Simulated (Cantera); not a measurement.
Charge: 1 mol Si2H6, 0.4 mol CO2, 34 mol N2, held at 2100 K and 0.000380 bar.

Equilibrium computed with Cantera from the NASA thermochemical tables; the gas is ideal and each condensed phase is pure. Candidate condensed phases: C, C6H6, C7H8, C8H18, H2O, Si, SiC, SiO2, Si2N2O, Si3N4; 151 gas species. The feed counts by its element totals alone. The tables' values for SiN are old estimates; treat these amounts as uncertain. The numbers say what is thermodynamically allowed, not how fast it happens.

Base state: N2 0.847, H2 0.0558, Si 0.0393, H 0.0377, SiO 0.0101, CO 0.00984, SiN 0.000146, SiH 9.80e-5 (mole fractions); condensed: gas only.

Problem. What changes in the equilibrium state with this change: Si2H6 replaced by SiH4?

Solution. 
```csv
species,before,after
N2,0.847,0.895
H2,0.0558,0.0372
H,0.0377,0.0308
Si,0.0393,0.0156
CO,0.00984,0.0105
SiO,0.0101,0.0106
Si2C,3.74e-5,2.41e-6
Si2,5.72e-5,9.08e-6
Si2N,1.96e-5,3.20e-6
```

Problem. What changes in the equilibrium state with this change: temperature from 2100 K to 1998.15 K?

Solution. 
```tsv
species	before	after
N2	0.847	0.855
H2	0.0558	0.0648
Si	0.0393	0.0382
H	0.0377	0.0210
SiO	0.0101	0.0106
Si2C	3.74e-5	0.000340
Si2N	1.96e-5	8.09e-5
HCN	7.57e-5	0.000180
Si2	5.72e-5	0.000135
```

Problem. What changes in the equilibrium state with this change: temperature from 2100 K to 1350 K?

Solution. 
| species | before | after |
|---|---|---|
| N2 | 0.847 | 0.917 |
| H2 | 0.0558 | 0.0828 |
| CO | 0.00984 | 0.000115 |
| Si | 0.0393 | 1.55e-8 |
| H | 0.0377 | 3.52e-5 |
| SiO | 0.0101 | 6.74e-6 |
| SiN | 0.000146 | <1e-9 |
| SiH | 9.80e-5 | <1e-9 |
| Si2 | 5.72e-5 | <1e-9 |
| Si2C | 3.74e-5 | <1e-9 |
| SiC(s), mol | 0 | 0.395 |
| Si2N2O(s), mol | 0 | 0.796 |
| Si3N4(s), mol | 0 | 0.00437 |
N2 is the only nitrogen source here; it is nearly inert below about 1500 K, so the nitride shown seldom forms there in practice. Mutual solubility and eutectic melting of coexisting phases are not modelled.
